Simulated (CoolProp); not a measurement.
Vapour-liquid equilibrium of carbon dioxide (1) + CH2F2 (R32) (2) at 0.712 MPa; x and y are mole fractions of (1).

Computed with CoolProp (multi-fluid Helmholtz-energy mixture model, Span 1996 and Tillner-Roth 1997; pair parameters Bell 2016).

| x | bubble temperature (°C) | y at the bubble point | dew temperature at overall composition x (°C) | liquid density (mol/L) |
|---|---|---|---|---|
| 0.05 | -8.7 | 0.167 | -5.4 | 20.90 |
| 0.2 | -20.1 | 0.514 | -9.6 | 21.87 |
| 0.35 | -28.7 | 0.707 | -14.3 | 22.72 |
| 0.5 | -35.2 | 0.822 | -19.6 | 23.51 |
| 0.65 | -40.2 | 0.895 | -25.9 | 24.27 |
| 0.8 | -44.3 | 0.947 | -33.9 | 25.05 |
| 0.95 | -47.9 | 0.988 | -44.5 | 25.86 |

No azeotrope shows between x = 0.05 and 0.95.

The pair parameters rest on a limited set of measurements; away from them the model extrapolates. The gap from Raoult's law changes sign with composition, which may be real or a fault of the pair parameters; it wasn't checked against measurements.
